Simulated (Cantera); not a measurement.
## Adiabatic ignition

An adiabatic, constant-volume homogeneous reactor starts with 17.0 % H2, 9.99 % O2, 73.0 % N2, at 1598 K and 3450 Torr.

Computed with Cantera and GRI-Mech 3.0 (53 species, 325 reactions). The hydrogen kinetics of GRI-Mech 3.0 are dated; newer H2 mechanisms differ, most at raised pressure.

| t (s) | T (K) | P (bar) | x H2 | x O2 | x NO2 | x HO2 | x NO |
|---|---|---|---|---|---|---|---|
| 9.00e-6 | 2607 | 7.06 | 0.0208 | 0.0208 | 8.44e-8 | 1.40e-5 | 0.000168 |
| 2.86e-5 | 2825 | 7.54 | 0.0114 | 0.0171 | 3.81e-7 | 9.84e-6 | 0.000739 |
| 9.11e-5 | 2826 | 7.55 | 0.0112 | 0.0164 | 1.18e-6 | 9.46e-6 | 0.00234 |
| 0.000290 | 2819 | 7.53 | 0.0115 | 0.0149 | 2.86e-6 | 8.70e-6 | 0.00591 |
| 0.000921 | 2813 | 7.51 | 0.0117 | 0.0137 | 4.25e-6 | 8.02e-6 | 0.00915 |
| 0.00293 | 2812 | 7.50 | 0.0117 | 0.0135 | 4.39e-6 | 7.94e-6 | 0.00949 |
| 0.00932 | 2812 | 7.50 | 0.0117 | 0.0135 | 4.39e-6 | 7.94e-6 | 0.00949 |
| 0.0297 | 2812 | 7.50 | 0.0117 | 0.0135 | 4.39e-6 | 7.94e-6 | 0.00949 |
| 0.0943 | 2812 | 7.50 | 0.0117 | 0.0135 | 4.39e-6 | 7.94e-6 | 0.00949 |
| 0.300 | 2812 | 7.50 | 0.0117 | 0.0135 | 4.39e-6 | 7.94e-6 | 0.00949 |
x: mole fraction; the columns are a selection and need not sum to one.

The time of steepest temperature rise is 3.42 µs and the temperature at 0.300 s comes out as 2812 K. The equilibrium temperature is 2812 K, the x(H2) at 0.300 s is 0.0117 (gas-phase equilibrium 0.0117) and the x(O2) at 0.300 s comes out as 0.0135 (gas-phase equilibrium 0.0135). The x(NO2) at 0.300 s is 4.39e-6 (gas-phase equilibrium 4.39e-6).
